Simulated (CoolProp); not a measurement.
Properties of hydrogen sulfide along the isotherm -59.85 °C.

The numbers come from the reference Helmholtz-energy equation of state, Lemmon 2006 in CoolProp. It is a short technical equation, of lower accuracy than the large ones.

```
p (bar)   phase  speed of sound (m/s)  expansivity (1/kK)  viscosity (µPa s)
-------  ------  --------------------  ------------------  -----------------
75       liquid            (withheld)               1.775                299
150      liquid            (withheld)               1.702                306
225      liquid                  1402               1.637                314
300      liquid                  1432               1.578                321
375      liquid                  1461          (withheld)         (withheld)
```

Problem. Fill in the missing entries.

Solution. 
- 75, speed of sound (m/s): 1338
- 150, speed of sound (m/s): 1371
- 375, expansivity (1/kK): 1.526
- 375, viscosity (µPa s): 328

Viscosity comes from a separate model (Quiñones-Cisneros 2012).
